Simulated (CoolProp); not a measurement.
Vapour-liquid equilibrium of m-xylene (1) + n-decane (2) at 465.4 K; x and y are mole fractions of (1).

Computed with CoolProp (multi-fluid Helmholtz-energy mixture model, Zhou 2012 and Lemmon 2006; pair parameters Bell 2016).

```tsv
x	bubble pressure, mixture model (MPa)	bubble pressure, Raoult's law (MPa)	y, mixture model	y, Raoult's law
0.05	0.1674	0.1669	0.102	0.105
0.2	0.1970	0.1959	0.345	0.358
0.35	0.2255	0.2249	0.526	0.546
0.5	0.2538	0.2539	0.669	0.690
0.65	0.2823	0.2829	0.788	0.806
0.8	0.3112	0.3120	0.889	0.899
0.95	0.3407	0.3410	0.974	0.977
```

The largest gap from Raoult's law is +0.6 % in bubble pressure, at x = 0.2. No azeotrope shows between x = 0.05 and 0.95.

The pair parameters rest on a limited set of measurements; away from them the model extrapolates.
